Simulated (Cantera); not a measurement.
A closed system holds: 1 mol Si, 0.54 mol H2, at 852 °C and 750 Torr.

These are equilibrium values from Cantera (NASA tables, ideal gas, pure condensed phases), not measurements of a reactor. Candidate condensed phases: Si; 9 gas species. Equilibrium is a limit: real reactors are often held back by kinetics, nucleation or transport.

Base state: H2 1.000 (mole fractions); condensed: Si(s).

### Question
What changes in the equilibrium state with this change: Si replaced by SiCl4?

### Answer
```json
[
 {"species": "SiCl4", "before": "0", "after": "0.588"},
 {"species": "H2", "before": "1.000", "after": "0.294"},
 {"species": "HCl", "before": "0", "after": "0.0598"},
 {"species": "SiHCl3", "before": "0", "after": "0.0502"},
 {"species": "SiCl3", "before": "0", "after": "0.00670"},
 {"species": "SiCl2", "before": "0", "after": "0.000940"},
 {"species": "Si(s), mol", "before": "1.00", "after": "0"}
]
```
The tables' values for SiCl3 are old estimates; treat these amounts as uncertain.
